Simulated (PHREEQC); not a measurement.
PHREEQC input (ion-association model, wateq4f.dat):

```
SOLUTION_MASTER_SPECIES
  An  An-  0  An  62.0  # stands for a non-complexing anion
SOLUTION_SPECIES
  An- = An-
    -log_k 0
    -gamma 3.0 0
  PO4-3 + 3H+ = H3PO4  # constants of phreeqc.dat
    -log_k 21.721
    -delta_h -10.1 kJ
PHASES
  Fix_H+
    H+ = H+
    -log_k 0
SOLUTION 1
  temp 25
  units mmol/kgw
  pH 7 charge
  P 0.051
  Na 5.051
  An 5
END
SELECTED_OUTPUT 1
  -reset false
  -pH true
  -pe true
  -ionic_strength true
  -water true
  -totals Na P
  -molalities Hfo_wOH Hfo_wOH2+ Hfo_wO- Hfo_sOH Hfo_sOH2+ Hfo_sO- Hfo_wH2PO4 Hfo_wHPO4- Hfo_wPO4-2
USER_PUNCH 1
  -headings sigma psi
  10 PUNCH EDL("sigma", "Hfo"), EDL("psi", "Hfo")
PRINT
  -reset false
USE solution 1
SURFACE 1
  Hfo_wOH 0.00161798 600 0.72
  Hfo_sOH 4.04494e-05
EQUILIBRIUM_PHASES 1
  Fix_H+ -4 HAn 10
    -force_equality true
  O2(g) -0.68 10
END
# ... the last block is repeated for the other 12 points of pH, with NaOH or the acid as the point needs
```

Selected output (columns that matter, 9 of 13 rows; pH added in front):

```
pH	mu	Na	P	m_Hfo_wOH	m_Hfo_wOH2+	m_Hfo_wO-	m_Hfo_sOH	m_Hfo_sOH2+	m_Hfo_sO-	m_Hfo_wH2PO4	m_Hfo_wHPO4-	m_Hfo_wPO4-2	sigma	psi
4	0.0055538	0.005051	5.0233e-11	0.00070842	0.00084496	1.3606e-05	1.8287e-05	2.1811e-05	3.5123e-07	1.7725e-06	3.6478e-05	1.2749e-05	0.17664	0.1901
5.33	0.0052005	0.005051	1.5324e-10	0.0010827	0.00042046	6.3864e-05	2.7947e-05	1.0854e-05	1.6486e-06	3.8621e-07	2.4411e-05	2.6203e-05	0.064549	0.14024
6	0.0051293	0.005051	4.3346e-10	0.00115	0.00032327	9.3719e-05	2.9685e-05	8.3447e-06	2.4192e-06	2.3413e-07	2.0445e-05	3.032e-05	0.034485	0.10891
6.67	0.0050888	0.005051	1.8218e-09	0.0011782	0.00027179	0.000117	3.0413e-05	7.0158e-06	3.0203e-06	1.7016e-07	1.8107e-05	3.2721e-05	0.016804	0.074358
8	0.0050514	0.005051	1.7966e-07	0.0011957	0.00022764	0.00014386	3.086e-05	5.8757e-06	3.7132e-06	1.2329e-07	1.5895e-05	3.4802e-05	9.9326e-05	0.00061205
9.33	0.0051284	0.00514	2.3665e-05	0.0012205	0.0001743	0.0001958	3.1038e-05	4.4324e-06	4.979e-06	4.0516e-08	6.9644e-06	2.033e-05	-0.015561	-0.070676
10	0.005319	0.005342	4.6924e-05	0.0012221	0.00013136	0.00026045	3.0629e-05	3.2924e-06	6.5277e-06	3.656e-09	8.3488e-07	3.2378e-06	-0.031188	-0.10301
10.67	0.0057986	0.0058805	5.0653e-05	0.0011756	8.9914e-05	0.00035212	2.9396e-05	2.2483e-06	8.8048e-06	1.6743e-10	5.3737e-08	2.9289e-07	-0.060175	-0.1339
12	0.017142	0.017531	5.0995e-05	0.00065075	1.0136e-05	0.00095706	1.6269e-05	2.5341e-07	2.3927e-05	9.4119e-14	1.4832e-10	3.9695e-09	-0.2168	-0.1717
```

H3PO4, which wateq4f.dat lacks, is added to it with the constant of phreeqc.dat.
